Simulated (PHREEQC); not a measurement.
NaOH is added in steps, without added water, to 1 kg of water holding 0.0027 mol/kgw BaCl2, 0.0012 mol/kgw Na2CO3 and 7.6e-05 mol/kgw H4SiO4, at 25 °C. Oxygen is held at 0.21 atm. No CO2 enters from the air. Solids allowed: Witherite, SiO2(a), Halite, Nahcolite, Natron. Others were left out.

Base run: PHREEQC, ion-association model, wateq4f.dat. Each further column changes one thing. The table gives C in solution (mol/kgw).

```
NaOH added (mol)     base  metal-ligand complexes left out  database phreeqc.dat  all activity coefficients set to 1  Davies equation for every ion
----------------  -------  -------------------------------  --------------------  ----------------------------------  -----------------------------
0                 4.00e-5                          3.83e-5               4.03e-5                             3.07e-5                        4.02e-5
0.0015            5.95e-6                          4.34e-6               5.99e-6                             3.67e-6                        6.04e-6
0.002625          5.98e-6                          4.31e-6               6.02e-6                             3.59e-6                        6.07e-6
0.004125          6.18e-6                          4.43e-6               6.23e-6                             3.59e-6                        6.30e-6
0.00525           6.37e-6                          4.55e-6               6.42e-6                             3.62e-6                        6.50e-6
0.00675           6.64e-6                          4.73e-6               6.70e-6                             3.66e-6                        6.79e-6
0.007875          6.85e-6                          4.87e-6               6.92e-6                             3.70e-6                        7.01e-6
0.009375          7.13e-6                          5.06e-6               7.21e-6                             3.76e-6                        7.31e-6
0.0105            7.35e-6                          5.20e-6               7.42e-6                             3.80e-6                        7.54e-6
0.012             7.63e-6                          5.38e-6               7.72e-6                             3.86e-6                        7.84e-6
```

 phreeqc.dat and wateq4f.dat share most of their constants, so their agreement is no independent check. Solids allowed in the column 'database phreeqc.dat': Witherite, Chalcedony, Halite.
